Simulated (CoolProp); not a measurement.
Saturation properties of sulfur dioxide (Tc = 157.5 °C, pc = 7887 kPa, ω = 0.256).

Values from CoolProp's reference Helmholtz-energy equation of state, Gao 2016.

```csv
T (°C),p (kPa),vapour density (kg/m³),enthalpy of vaporisation (kJ/kg),liquid cp (kJ/(kg K)),surface tension (mN/m)
-6.05,120.6,3.591,386.0,1.363,27.7
-3.05,137.0,4.046,383.3,1.365,27.1
-0.15,154.5,4.529,380.7,1.366,26.6
2.85,174.5,5.075,377.9,1.369,26.0
5.75,195.7,5.651,?,1.371,25.4
8.75,219.6,6.298,372.4,1.373,24.8
11.65,244.9,6.979,369.6,1.376,24.3
14.55,272.5,7.715,366.8,1.379,23.7
17.55,303.4,?,363.9,1.383,23.1
20.45,335.9,9.400,361.0,1.386,?
23.45,372.2,10.36,357.9,1.390,22.0
26.35,410.2,11.36,355.0,1.395,21.4
29.35,?,12.47,351.9,1.399,20.8
32.25,?,13.63,348.8,1.404,20.3
35.15,543.7,14.86,345.7,1.409,19.7
```

Q: Complete the blanks.

A: 
- 5.75, enthalpy of vaporisation (kJ/kg): 375.2
- 17.55, vapour density (kg/m³): 8.539
- 20.45, surface tension (mN/m): 22.5
- 29.35, p (kPa): 452.5
- 32.25, p (kPa): 496.5

It boils at -10.0 °C under 1 atm.

Surface tension comes from a separate correlation (Mulero 2012).
